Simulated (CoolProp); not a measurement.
Vapour pressure (kPa) of propylene: the reference equation beside estimates from Tc = 364.2 K, pc = 4555 kPa, ω = 0.146. Clausius-Clapeyron is anchored at 280.5 K with a constant enthalpy of vaporisation of 15.40 kJ/mol.

The numbers come from the reference Helmholtz-energy equation of state, Lemmon 2013 in CoolProp.

```tsv
T (K)	reference	Clausius-Clapeyron	Redlich-Kwong	Peng-Robinson
252.7	300.8	349.6	?	300.3
259.7	?	426.0	464.6	381.5
266.6	?	512.4	574.4	476.7
273.6	592.0	612.1	703.4	590.5
280.5	723.0	723.0	849.4	721.5
287.4	874.2	847.2	?	873.0
294.4	1050	987.6	1205	1050
301.3	1248	1141	?	1248
308.3	?	?	1652	1477
315.2	1726	1496	1911	1731
322.2	2012	?	2199	2020
329.1	2327	1917	2511	2338
336	2677	2152	2851	2691
```

**Question.** What belongs in the gaps?

**Answer.** 
- 252.7, Redlich-Kwong: 369.4
- 259.7, reference: 382.3
- 266.6, reference: 477.9
- 287.4, Redlich-Kwong: 1015
- 301.3, Redlich-Kwong: 1415
- 308.3, reference: 1475
- 308.3, Clausius-Clapeyron: 1312
- 322.2, Clausius-Clapeyron: 1700

Absolute difference from the reference over all 13 rows, mean and median: Clausius-Clapeyron 10.2 and 11.1 %, Redlich-Kwong 14.7 and 14.8 %, Peng-Robinson 0.2 and 0.2 %.
